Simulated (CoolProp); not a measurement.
CHF3 (R23) along the isobar 19500 kPa: fugacity coefficient from the reference equation and from simpler models built on Tc = 299.3 K, pc = 4832 kPa, ω = 0.263; each cubic takes its own stable root.

The numbers come from the reference Helmholtz-energy equation of state, Penoncello 2003 in CoolProp.

| T (K) | phase | reference |
|---|---|---|
| 219.8 | liquid | 0.03311 |
| 248.2 | liquid | 0.08336 |
| 276.5 | liquid | 0.1629 |
| 304.9 | supercritical | 0.2672 |
| 333.2 | supercritical | 0.3838 |
| 361.6 | supercritical | 0.4998 |
| 389.9 | supercritical | 0.6030 |
| 418.3 | supercritical | 0.6897 |
| 446.6 | supercritical | 0.7602 |
| 475 | supercritical | 0.8176 |

Question: How far does each simpler model (van der Waals, Redlich-Kwong, Soave-Redlich-Kwong, Peng-Robinson) lie from the reference over these 10 states: mean and median of the absolute difference, and the worst?

Answer: 
- van der Waals: mean 55.4 %, median 10.6 %, worst +283.9 % at 219.8 K and 19500 kPa
- Redlich-Kwong: mean 16.0 %, median 5.2 %, worst +64.2 % at 219.8 K and 19500 kPa
- Soave-Redlich-Kwong: mean 11.2 %, median 11.6 %, worst +13.5 % at 276.5 K and 19500 kPa
- Peng-Robinson: mean 2.7 %, median 2.8 %, worst +3.9 % at 276.5 K and 19500 kPa
